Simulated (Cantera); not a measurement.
# Equilibrium for sublimation and decomposition of ceramics: SiC + N2

A closed system holds: 1 mol SiC, 1.1 mol N2, held at 2725 K.

Method: chemical equilibrium by Gibbs-energy minimisation in Cantera with the NASA 1993 tables (ideal gas, pure condensed phases). Candidate condensed phases: C, Si, SiC, Si3N4; 20 gas species. The tables' values for SiN are old estimates; treat these amounts as uncertain. Kinetics and transport are ignored.

```
P (Pa)    x N2      x Si    x SiC2       x C      x C3    x Si2C      x CN      x C2  n C(graphite)  n SiC(s)
-------  -----  --------  --------  --------  --------  --------  --------  --------  -------------  --------
1        0.402     0.362    0.0217     0.101    0.0559   1.32e-5    0.0410    0.0150              0         0
4.60     0.438     0.350    0.0635    0.0384    0.0642   9.85e-5    0.0347   0.00992              0         0
22       0.472     0.311     0.128    0.0121    0.0455  0.000560    0.0248   0.00468              0         0
100      0.507     0.313     0.147   0.00284    0.0122   0.00276    0.0129   0.00118          0.246         0
460      0.524     0.308     0.144  0.000617   0.00266    0.0122   0.00610  0.000256          0.340         0
2200     0.546     0.272     0.127  0.000129  0.000556    0.0456   0.00285   5.35e-5          0.388         0
10000    0.847    0.0863    0.0404   2.84e-5  0.000122    0.0209   0.00166   1.18e-5         0.0906     0.774
46000    0.965    0.0188   0.00877   6.17e-6   2.66e-5   0.00454  0.000828   2.56e-6         0.0172     0.956
220000   0.992   0.00392   0.00183   1.29e-6   5.56e-6  0.000949  0.000384   5.35e-7        0.00321     0.991
1000000  0.998  0.000863  0.000404   2.84e-7   1.22e-6  0.000209  0.000181   1.18e-7       0.000319     0.998
```
x: gas mole fraction; n: condensed amount in mol.

From 1.00 Pa to 22.0 Pa nothing is condensed. From 1.00 mbar to 22.0 mbar the condensed part is C(graphite). From 0.100 bar to 10.0 bar the condensed part is C(graphite) + SiC(s). The main Si-bearing gas is Si throughout.
